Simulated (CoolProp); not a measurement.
Properties of 1,2-dichloroethane at several states (Tc = 561.6 K, pc = 52.26 bar, ω = 0.269).

Model: reference Helmholtz-energy equation of state, Thol 2015, in CoolProp.

```json
[
 {"T (K)": "269.3", "p (bar)": "5.46", "phase": "liquid", "cp (kJ/(kg K))": "___", "isothermal compressibility (1/MPa)": "___", "expansivity (1/kK)": "1.084"},
 {"T (K)": "450.2", "p (bar)": "139", "phase": "liquid", "cp (kJ/(kg K))": "___", "isothermal compressibility (1/MPa)": "___", "expansivity (1/kK)": "___"},
 {"T (K)": "280.4", "p (bar)": "3", "phase": "liquid", "cp (kJ/(kg K))": "___", "isothermal compressibility (1/MPa)": "___", "expansivity (1/kK)": "1.110"},
 {"T (K)": "248.3", "p (bar)": "0.701", "phase": "liquid", "cp (kJ/(kg K))": "1.281", "isothermal compressibility (1/MPa)": "___", "expansivity (1/kK)": "1.045"}
]
```

Task: Complete the blanks.

Result: 
- 269.3, cp (kJ/(kg K)): 1.286
- 269.3, isothermal compressibility (1/MPa): 0.0006438
- 450.2, cp (kJ/(kg K)): 1.455
- 450.2, isothermal compressibility (1/MPa): 0.002639
- 450.2, expansivity (1/kK): 1.674
- 280.4, cp (kJ/(kg K)): 1.291
- 280.4, isothermal compressibility (1/MPa): 0.0007023
- 248.3, isothermal compressibility (1/MPa): 0.0005528
